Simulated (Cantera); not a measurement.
Mixture: H2 : O2 : N2 = 1 : 0.667 : 2.51 (molar parts), at 610000 Pa, adiabatic and at constant pressure. Ignition delay is the time to a rise of 400 K.

Computed with Cantera and GRI-Mech 3.0 (53 species, 325 reactions). The hydrogen kinetics of GRI-Mech 3.0 are dated; newer H2 mechanisms differ, most at raised pressure. Where the delays flatten at high temperature, the 400 K rule measures the pace of heat release, not the induction time.

Q: Predict: delay at 1298 K; delay at 1373 K; delay at 1448 K; delay at 1523 K; delay at 1598 K.

A: 
```json
{
  "delay at 1298 K": "6.03 µs",
  "delay at 1373 K": "3.93 µs",
  "delay at 1448 K": "2.86 µs",
  "delay at 1523 K": "2.23 µs",
  "delay at 1598 K": "1.83 µs"
}
```
